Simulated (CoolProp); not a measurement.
Values from CoolProp's reference Helmholtz-energy equation of state, Thol 2016.

Problem. For hexamethyldisiloxane (MM), give the phase and the cv (kJ/(kg K)), speed of sound (m/s), isothermal compressibility (1/MPa), fugacity coefficient at 218.15 °C and 812 kPa; 253.25 °C and 812 kPa; 276.65 °C and 812 kPa.

Solution. 
- 218.15 °C and 812 kPa: gas; cv 1.99, speed of sound 126, isothermal compressibility 1.65, fugacity coefficient 0.821
- 253.25 °C and 812 kPa: gas; cv 2.05, speed of sound 141, isothermal compressibility 1.49, fugacity coefficient 0.861
- 276.65 °C and 812 kPa: gas; cv 2.09, speed of sound 148, isothermal compressibility 1.43, fugacity coefficient 0.881
